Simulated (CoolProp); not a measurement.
Normal hydrogen along the isotherm 48.5 K: Z from the reference equation and from simpler models built on Tc = 33.1 K, pc = 1296 kPa, ω = -0.219; each cubic takes its own stable root.

Model: reference Helmholtz-energy equation of state, Leachman 2009, in CoolProp.

```
p (kPa)          phase  reference  van der Waals  Redlich-Kwong  Soave-Redlich-Kwong
-------  -------------  ---------  -------------  -------------  -------------------
1620     supercritical     0.8543         0.8546         0.8751               0.8376
3240     supercritical     0.7279         0.7401         0.7908               0.7127
4860     supercritical     0.6915         0.7574         0.7802               0.6958
6480     supercritical     0.7382         0.8504         0.8239               0.7486
8100     supercritical     0.8156         0.9638         0.8917               0.8244
9720     supercritical     0.9028          1.083         0.9694               0.9078
11300    supercritical     0.9910          1.201          1.049               0.9917
13000    supercritical      1.087          1.328          1.137                1.083
```
